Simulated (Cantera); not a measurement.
Input: 1 mol MgCO₃, 1.5 mol H₂S, 6.5 mol CO₂, held at 1500 K and 0.133 bar.

Cantera equilibrium calculation (NASA polynomials, part measured and part estimated; ideal gas, pure solids and liquids). Candidate condensed phases: C, C₆H₆, C₇H₈, C₈H₁₈, H₂O, H₂SO₄, Mg, MgCO₃, MgO, Mg(OH)₂, MgS, MgSO₄, S; 130 gas species. The numbers say what is thermodynamically allowed, not how fast it happens.

What is the equilibrium state?


```
Quantity                                    Value
--------------------------------------  ---------
x(CO₂)                                      0.530
x(CO)                                       0.221
x(H₂O)                                      0.125
x(SO₂)                                     0.0482
x(S₂)                                      0.0457
x(H₂)                                      0.0201
x(H₂S)                                    0.00569
x(COS)                                    0.00208
x(SO)                                     0.00144
n(MgO(s))                                1.00 mol
gas amount                              9.959 mol
log10 activity of S(l) (absent)             -2.32
log10 activity of C(graphite) (absent)      -5.09
log10 activity of Mg(l) (absent)           -10.23
```
